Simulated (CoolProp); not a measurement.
Model: reference Helmholtz-energy equation of state, Lemmon 2006, in CoolProp. It is a short technical equation, of lower accuracy than the large ones.

For hydrogen sulfide, give the phase and the cp (kJ/(kg K)), viscosity (µPa s) at 403.2 K and 0.168 MPa; 403.2 K and 1.98 MPa.


- 403.2 K and 0.168 MPa: gas; cp 1.05, viscosity 16.5
- 403.2 K and 1.98 MPa: gas; cp 1.15, viscosity 16.5

Viscosity comes from a separate model (Quiñones-Cisneros 2012).
